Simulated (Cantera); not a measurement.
A perfectly stirred reactor is fed with CH4 : O2 : N2 = 1 : 2.35 : 8.85 (molar parts), equivalence ratio 0.85, at 1.00 bar; it is adiabatic with a 550 K inlet, and is followed from long to short residence time, starting on the burning branch (τ in s: 0.03, 0.017, 0.0092, 0.0051, 0.0028, 0.0016, 0.00088, 0.00049, 0.00027, 0.00015, 8.4e-05, 4.7e-05, 2.6e-05).

Model: GRI-Mech 3.0 (53 species, 325 reactions), integrated in Cantera.

**Question.** What does this change do: pressure from 1.00 bar to 0.730 bar?

**Answer.** 
| quantity | before | after |
|---|---|---|
| blow-out, bracketed by the residence times tried | burning at 84.0 µs, out at 47.0 µs | burning at 84.0 µs, out at 47.0 µs |
| x(CH4) at τ = 30.0 ms | 7.44e-6 | 8.69e-6 |
| x(O2) at τ = 30.0 ms | 0.0300 | 0.0305 |
| x(CO) at τ = 30.0 ms | 0.00487 | 0.00596 |
| x(C2H) at τ = 30.0 ms | 5.50e-12 | 6.36e-12 |
| x(H2) at τ = 30.0 ms | 0.00184 | 0.00230 |
| x(CH4) at τ = 0.880 ms | 0.000103 | 0.000123 |
| x(O2) at τ = 0.880 ms | 0.0368 | 0.0384 |
| x(CO) at τ = 0.880 ms | 0.0161 | 0.0184 |
| x(C2H) at τ = 0.880 ms | 2.11e-10 | 2.05e-10 |
| x(H2) at τ = 0.880 ms | 0.00672 | 0.00808 |

**Question.** What does this change do: CH4 1 to 0.69 parts?

**Answer.** 
| quantity | before | after |
|---|---|---|
| blow-out, bracketed by the residence times tried | burning at 84.0 µs, out at 47.0 µs | burning at 0.150 ms, out at 84.0 µs |
| x(CH4) at τ = 30.0 ms | 7.44e-6 | 1.93e-5 |
| x(O2) at τ = 30.0 ms | 0.0300 | 0.0814 |
| x(CO) at τ = 30.0 ms | 0.00487 | 0.000746 |
| x(C2H) at τ = 30.0 ms | 5.50e-12 | 1.88e-12 |
| x(H2) at τ = 30.0 ms | 0.00184 | 0.000236 |
| x(CH4) at τ = 0.880 ms | 0.000103 | 0.000209 |
| x(O2) at τ = 0.880 ms | 0.0368 | 0.0838 |
| x(CO) at τ = 0.880 ms | 0.0161 | 0.00676 |
| x(C2H) at τ = 0.880 ms | 2.11e-10 | 2.47e-11 |
| x(H2) at τ = 0.880 ms | 0.00672 | 0.00178 |
